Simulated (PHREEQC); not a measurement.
Consider water at 25 °C with 0.24 mol NH4HF2 and 6.8e-05 mol H2SiF6 per kg of water. Closed to the air; pH follows from the charge balance.

Model: ion-association model, wateq4f.dat, run in PHREEQC.

```json
{
  "pH": "3.19",
  "ionic_strength": "0.241 mol/kgw",
  "activity_of_water": "0.989",
  "total_alkalinity": "-240 meq/kg"
}
```

```json
[
 {"species": "NH4+", "molality": "0.240", "activity": "0.177", "log γ": "-0.131"},
 {"species": "F-", "molality": "0.169", "activity": "0.117", "log γ": "-0.160"},
 {"species": "HF", "molality": "0.106", "activity": "0.112", "log γ": "0.024"},
 {"species": "HF2-", "molality": "0.0722", "activity": "0.0499", "log γ": "-0.160"},
 {"species": "H2F2", "molality": "0.0307", "activity": "0.0325", "log γ": "0.024"},
 {"species": "H+", "molality": "0.000808", "activity": "0.000639", "log γ": "-0.102"},
 {"species": "SiF6-2", "molality": "6.80e-5", "activity": "1.90e-5", "log γ": "-0.554"},
 {"species": "NH3", "molality": "1.58e-7", "activity": "1.58e-7", "log γ": "0.000"}
]
```

This is a speciation only: nothing precipitates in the calculation. Species that the database lacks are ignored. wateq4f.dat counts part of the HF as a dimer, H2F2, which phreeqc.dat doesn't know; its constant is uncertain. SiF6-2 is the database's only silicon fluoride.
